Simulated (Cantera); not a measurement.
Diamond growth

A diamond (100) surface in a fixed gas of H2 with x(CH4) = 0.016, x(CH3) = 4.4e-05, at 1025 K, 0.0300 bar; coverages are run to steady state.

Computed with Cantera and the Harris–Goodwin 1993 mechanism for the reconstructed diamond (100) surface.

| x(H) | growth (µm/h) | θ c6HH | θ c6H* | θ c6*H | θ c6** | θ c6HM |
|---|---|---|---|---|---|---|
| 0.0001 | 0.0895 | 0.600 | 0.0180 | 0.344 | 0.00496 | 0.0230 |
| 0.0002 | 0.171 | 0.580 | 0.0189 | 0.362 | 0.00703 | 0.0226 |
| 0.0004 | 0.290 | 0.571 | 0.0195 | 0.373 | 0.00877 | 0.0195 |
| 0.0008 | 0.429 | 0.569 | 0.0199 | 0.381 | 0.00999 | 0.0146 |
| 0.0016 | 0.558 | 0.570 | 0.0202 | 0.386 | 0.0108 | 0.00959 |
| 0.0032 | 0.654 | 0.571 | 0.0204 | 0.389 | 0.0112 | 0.00564 |
| 0.0064 | 0.714 | 0.572 | 0.0205 | 0.391 | 0.0115 | 0.00309 |
| 0.013 | 0.749 | 0.573 | 0.0206 | 0.392 | 0.0116 | 0.00160 |
| 0.026 | 0.768 | 0.573 | 0.0207 | 0.393 | 0.0117 | 0.000818 |
θ: site fractions in the mechanism's names (c6HH fully hydrogenated, c6H* and c6*H radical sites, c6** diradical, c6HM methylated).
